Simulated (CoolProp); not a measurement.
Vapour-liquid equilibrium of ethanol (1) + n-hexane (2) at 131.75 °C; x and y are mole fractions of (1).

Computed with CoolProp (multi-fluid Helmholtz-energy mixture model, Schroeder 2014 and Thol 2019; pair parameters Bell 2016).

```tsv
x	bubble pressure (bar)	y at the bubble point	dew pressure at overall composition x (bar)	liquid density (mol/L)
0.05	6.122	…	5.440	…
0.2	…	0.377	6.323	7.000
0.35	8.016	…	…	7.724
0.5	…	…	…	8.694
0.65	8.032	0.569	7.696	9.974
0.8	7.569	0.676	6.941	11.64
0.95	6.516	0.888	6.238	13.81
```

Q: What belongs in the gaps?

A: 
- 0.05, y at the bubble point: 0.169
- 0.05, liquid density (mol/L): 6.463
- 0.2, bubble pressure (bar): 7.559
- 0.35, y at the bubble point: 0.455
- 0.35, dew pressure at overall composition x (bar): 7.370
- 0.5, bubble pressure (bar): 8.132
- 0.5, y at the bubble point: 0.507
- 0.5, dew pressure at overall composition x (bar): 8.128

y crosses x between x = 0.5 and 0.65: the model has an azeotrope there.

Pair parameters are fitted to limited data, so mixtures are less certain than the pure fluids.
